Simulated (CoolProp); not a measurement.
Propylene glycol along the isotherm 391.5 K: Z from the reference equation and from simpler models built on Tc = 674.0 K, pc = 7.292 MPa, ω = 0.327; each cubic takes its own stable root.

The numbers come from the reference Helmholtz-energy equation of state, Eisenbach 2021 in CoolProp.

```tsv
p (MPa)	phase	reference
3.31	liquid	0.08062
6.63	liquid	0.1611
9.94	liquid	0.2409
13.3	liquid	0.3216
16.6	liquid	0.4004
19.9	liquid	0.4789
23.2	liquid	0.5571
26.5	liquid	0.6350
29.8	liquid	0.7126
33.1	liquid	0.7899
36.5	liquid	0.8693
```

How far does each simpler model (van der Waals, Redlich-Kwong, Soave-Redlich-Kwong) lie from the reference over these 11 states: mean and median of the absolute difference, and the worst?


- van der Waals: mean 50.4 %, median 50.1 %, worst +53.9 % at 391.5 K and 3.31 MPa
- Redlich-Kwong: mean 3.9 %, median 3.8 %, worst +4.8 % at 391.5 K and 3.31 MPa
- Soave-Redlich-Kwong: mean 0.8 %, median 0.8 %, worst +1.0 % at 391.5 K and 3.31 MPa
